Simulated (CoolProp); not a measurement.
Model: reference Helmholtz-energy equation of state, Schroeder 2014, in CoolProp.

**Question.** For ethanol, give the phase and the Z, speed of sound (m/s), isothermal compressibility (1/MPa), viscosity (µPa s) at 447.6 K and 777 kPa; 482 K and 777 kPa.

**Answer.** 
- 447.6 K and 777 kPa: gas; Z 0.921, speed of sound 282, isothermal compressibility 1.41, viscosity 13.3
- 482 K and 777 kPa: gas; Z 0.947, speed of sound 297, isothermal compressibility 1.36, viscosity 14.3

Viscosity comes from a separate model (Kiselev 2005).
